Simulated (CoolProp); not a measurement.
Vapour-liquid equilibrium of isobutene (1) + n-octane (2) at 1.64 bar; x and y are mole fractions of (1).

Values from CoolProp's multi-fluid Helmholtz-energy mixture model, Lemmon 2005 and Beckmüller 2019; pair parameters Bell 2016.

**Question.** Give the bubble temperature and the first vapour's composition at x = 0.05, 0.5, 0.95. Is there an azeotrope?

**Answer.** x = 0.05: 388.2 K, y = 0.548; x = 0.5: 301.9 K, y = 0.992; x = 0.95: 280.7 K, y = 1.000. No azeotrope shows between x = 0.05 and 0.95.

The pair parameters rest on a limited set of measurements; away from them the model extrapolates.
